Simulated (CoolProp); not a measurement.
Saturation properties of methanol (Tc = 240.2 °C, pc = 8.216 MPa, ω = 0.565).

The numbers come from the reference Helmholtz-energy equation of state, de Reuck 1993 in CoolProp.

```
T (°C)  p (MPa)  vapour Z  liquid viscosity (µPa s)
------  -------  --------  ------------------------
81.15    0.1887    0.9296                       271
87.85    0.2379    0.9212                       252
94.55    0.2971    0.9120                       235
101.25   0.3679    0.9019                       220
107.95   0.4517    0.8908                       206
114.65   0.5503    0.8786                       193
121.35   0.6654    0.8653                       181
128.05   0.7991    0.8508                       169
134.75   0.9534    0.8349                       159
```

It boils at 64.5 °C under 1 atm.

Viscosity comes from a separate model (Xiang 2006).
